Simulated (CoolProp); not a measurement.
Aqueous potassium carbonate as a coolant, 24 % by mass, freezing at -11.9 °C, 1 atm.

Computed with CoolProp (Melinder's fits for secondary coolants).

```
T (°C)  cp (kJ/(kg K))  conductivity (W/(m K))  density (kg/m³)  Prandtl number
------  --------------  ----------------------  ---------------  --------------
-1.9             3.127                   0.539             1242               …
1.2              3.132                   0.544             1240            18.0
4.2              3.136                       …             1239            16.4
7.2              3.140                       …             1238            15.1
10.2             3.145                   0.559             1237            13.9
13.2             3.149                   0.564                …               …
16.3             3.154                   0.569             1234            11.9
19.3             3.158                   0.574             1233            11.1
22.3             3.163                   0.579             1231            10.3
25.3             3.167                   0.584             1230            9.64
28.4             3.171                   0.589                …            9.00
31.4             3.176                   0.594             1227            8.43
```

Question: Some entries are withheld; supply them.

Answer: 
- -1.9, Prandtl number: 19.8
- 4.2, conductivity (W/(m K)): 0.549
- 7.2, conductivity (W/(m K)): 0.554
- 13.2, density (kg/m³): 1236
- 13.2, Prandtl number: 12.8
- 28.4, density (kg/m³): 1228
